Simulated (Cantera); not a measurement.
Input: 1 mol SiH₂Cl₂, 0.079 mol O₂, 120 mol N₂, held at 1100 Pa.

These are equilibrium values from Cantera (NASA tables, ideal gas, pure condensed phases), not measurements of a reactor. Candidate condensed phases: H₂O, NH₄Cl, Si, SiO₂, Si₂N₂O, Si₃N₄; 47 gas species. N₂ is the only nitrogen source here; it is nearly inert below about 1500 K, so the nitride shown seldom forms there in practice. Mutual solubility and eutectic melting of coexisting phases are not modelled. Equilibrium is a limit: real reactors are often held back by kinetics, nucleation or transport.

**Question.** Which condensed phases are stable at each of these points (T (K)): 873, 1023, 1173, 1323, 1473, 1623, 1773, 1923?

**Answer.** 
```json
[
 {"T (K)": "873", "condensed phases": "Si₂N₂O(s) + Si₃N₄(s)", "Si condensed (%)": "88.7"},
 {"T (K)": "1023", "condensed phases": "Si₂N₂O(s) + Si₃N₄(s)", "Si condensed (%)": "90.4"},
 {"T (K)": "1173", "condensed phases": "Si₂N₂O(s) + Si₃N₄(s)", "Si condensed (%)": "91.1"},
 {"T (K)": "1323", "condensed phases": "Si₂N₂O(s) + Si₃N₄(s)", "Si condensed (%)": "86.3"},
 {"T (K)": "1473", "condensed phases": "Si₂N₂O(s) + Si₃N₄(s)", "Si condensed (%)": "67.5"},
 {"T (K)": "1623", "condensed phases": "Si₂N₂O(s) + Si₃N₄(s)", "Si condensed (%)": "38.8"},
 {"T (K)": "1773", "condensed phases": "Si₃N₄(s)", "Si condensed (%)": "8.1"},
 {"T (K)": "1923", "condensed phases": "gas only", "Si condensed (%)": "0.0"}
]
```

From 873 K to 1623 K the condensed part is Si₂N₂O(s) + Si₃N₄(s). At 1773 K the condensed part is Si₃N₄(s). At 1923 K nothing is condensed.
